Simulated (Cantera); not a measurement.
Charge: 1 mol Si₂Cl₆, a varied amount of N₂, held at 1498 K and 1330 Pa.

Equilibrium computed with Cantera from the NASA thermochemical tables; the gas is ideal and each condensed phase is pure. Candidate condensed phases: Si, Si₃N₄; 13 gas species. The feed counts by its element totals alone. The tables' values for SiCl₃ are old estimates; treat these amounts as uncertain. Kinetics and transport are ignored.

log p: log10 of the partial pressure in bar; nothing condenses.

| n(N₂) (mol) | log p N₂ | log p SiCl₂ | log p SiCl₄ | log p SiCl₃ | log p Cl | log p SiCl | log p Cl₂ |
|---|---|---|---|---|---|---|---|
| 29 | -1.90 | -3.47 | -3.48 | -3.73 | -5.51 | -8.45 | -8.55 |
| 37 | -1.90 | ? | ? | -3.83 | -5.51 | -8.55 | -8.55 |
| 48 | -1.89 | -3.68 | -3.68 | -3.93 | -5.52 | -8.65 | -8.55 |
| 61 | -1.89 | -3.78 | -3.79 | -4.03 | -5.52 | -8.75 | -8.55 |
| 78 | -1.89 | -3.88 | -3.89 | -4.14 | -5.52 | -8.86 | -8.56 |
| 99 | -1.88 | -3.98 | -3.99 | -4.24 | -5.52 | -8.95 | -8.56 |
| 130 | -1.88 | -4.09 | -4.11 | -4.36 | -5.52 | -9.07 | -8.56 |
| 160 | -1.88 | -4.18 | -4.20 | -4.44 | -5.52 | -9.15 | -8.57 |
| 210 | -1.88 | ? | ? | -4.56 | -5.53 | -9.26 | -8.57 |
| 260 | -1.88 | -4.38 | -4.42 | -4.65 | -5.53 | -9.35 | -8.58 |

### Question
Fill in the missing entries.

### Answer

- 37, log p SiCl₂: -3.57
- 37, log p SiCl₄: -3.58
- 210, log p SiCl₂: -4.30
- 210, log p SiCl₄: -4.32
